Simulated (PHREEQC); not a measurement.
# Reverse-osmosis permeate: an equilibrium model

Synthetic water in mg/L, 25 °C, pH 6.47, pe -0.3:

| constituent | mg/L |
|---|---|
| Na | 2.12 |
| K | 0.062 |
| Ca | 0.374 |
| Mg | 0.259 |
| Cl | 0.633 |
| S(6) as SO4 | 0.397 |
| Alkalinity as HCO3 | 6.62 |
| B | 0.00038 |
| Ba | 0.392 |
| Si as SiO2 | 0.0645 |

Valence states are taken as typed.

All values are PHREEQC results (ion-association model, phreeqc.dat), not measurements.

```yaml
ionic_strength: 0.000164 mol/kgw
charge_balance_error: 1.8 %
```

```
species  molality  activity   log γ
-------  --------  --------  ------
HCO3-    0.000109  0.000107  -0.006
Na+       9.22e-5   9.09e-5  -0.006
CO2       8.16e-5   8.16e-5   0.000
Cl-       1.79e-5   1.76e-5  -0.006
Mg+2      1.06e-5   1.00e-5  -0.026
Ca+2      9.31e-6   8.78e-6  -0.026
SO4-2     4.11e-6   3.88e-6  -0.026
Ba+2      2.85e-6   2.68e-6  -0.026
K+        1.59e-6   1.56e-6  -0.006
H4SiO4    1.07e-6   1.07e-6   0.000
H+        3.44e-7   3.39e-7  -0.006
H3BO3     3.51e-8   3.51e-8   0.000
OH-       3.03e-8   2.99e-8  -0.006
```

This is a speciation only: nothing precipitates in the calculation.
